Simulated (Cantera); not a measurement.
Cantera run:

```python
import numpy as np
import cantera as ct

gas_names = """
    Br Br2 H HBr H2 Si SiBr SiBr2 SiBr3 SiBr4 SiH SiHBr3 SiH2 SiH2Br2 SiH3 SiH3Br SiH4 Si2 Si3
""".split()
cond_names = """
    Br2(cr) Br2(L) Si(cr) Si(L)
""".split()


# ... load() reads the species with a 1 bar reference pressure and builds the phases ...
atoms = {
    'Si': {'Si': 1},
    'Br2': {'Br': 2},
    'H2': {'H': 2},
}
top_T = {}  # K; cautious upper limits of use, not melting points


# ... equilibrate(T, P, feed) seeds the gas with the atoms and calls Mixture.equilibrate('TP', solver="vcs", rtol=1e-11, max_steps=5000) ...
results = []
feed = {'Si': 1, 'Br2': 0.52, 'H2': 32}  # mol
T = 625  # K
P = 670  # Pa
mix = equilibrate(T, P, feed)
results.append((T, P, feed, dict(zip(mix.species_names, mix.species_moles))))
x = sorted(zip(gas.X, gas.species_names), reverse=True)
print(f"T = {T:g} K  P = {P:g} Pa  gas = {mix.phase_moles(0):.4g} mol")
print("   x: " + "  ".join(f"{s} {v:.3e}" for v, s in x if v > 0.0001))
print("   condensed (mol): " + ("  ".join(f"{mix.phase(i).name} {mix.phase_moles(i):.4g}"
      for i in range(1, mix.n_phases) if mix.phase_moles(i) > 1e-12) or "none"))
```

Output:

```
T = 625 K  P = 670 Pa  gas = 32.26 mol
   x: H2 9.915e-01  SiBr4 7.588e-03  SiHBr3 4.935e-04  HBr 3.778e-04
   condensed (mol): Si(cr) 0.7388
```

Cantera equilibrium calculation (NASA polynomials, part measured and part estimated; ideal gas, pure solids and liquids).
